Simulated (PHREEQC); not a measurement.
Model water analysis in mmol/kgw, 25 °C, pH 7.94, pe -1.1:

```json
[
 {"constituent": "Na", "mmol/kgw": "393"},
 {"constituent": "K", "mmol/kgw": "0.229"},
 {"constituent": "Ca", "mmol/kgw": "3.52"},
 {"constituent": "Mg", "mmol/kgw": "71"},
 {"constituent": "Cl", "mmol/kgw": "472"},
 {"constituent": "S(6)", "mmol/kgw": "27.4"},
 {"constituent": "Alkalinity (meq/kgw)", "mmol/kgw": "0.0971"},
 {"constituent": "Fe(2)", "mmol/kgw": "4.58"},
 {"constituent": "B", "mmol/kgw": "0.092"}
]
```

Cl is adjusted to close the charge balance.
Valence states are taken as typed.

The numbers come from PHREEQC with the ion-association model, phreeqc.dat.

```yaml
ionic_strength: 0.609 mol/kgw
activity_of_water: 0.983
specific_conductance: 44100 µS/cm
density: 1.020 g/cm³
```

| species | molality | activity | log γ |
|---|---|---|---|
| Cl- | 0.496 | 0.316 | -0.196 |
| Na+ | 0.388 | 0.278 | -0.145 |
| Mg+2 | 0.0621 | 0.0180 | -0.539 |
| SO4-2 | 0.0129 | 0.00244 | -0.722 |
| MgSO4 | 0.00892 | 0.0103 | 0.061 |
| NaSO4- | 0.00499 | 0.00340 | -0.167 |
| Fe+2 | 0.00370 | 0.000873 | -0.627 |
| Ca+2 | 0.00321 | 0.000812 | -0.597 |
| FeCl+ | 0.000514 | 0.000381 | -0.130 |
| FeSO4 | 0.000329 | 0.000378 | 0.061 |

Precipitation was switched off in this run. Examples of supersaturated solids here: Siderite. Others may be too. Species that the database lacks are ignored.
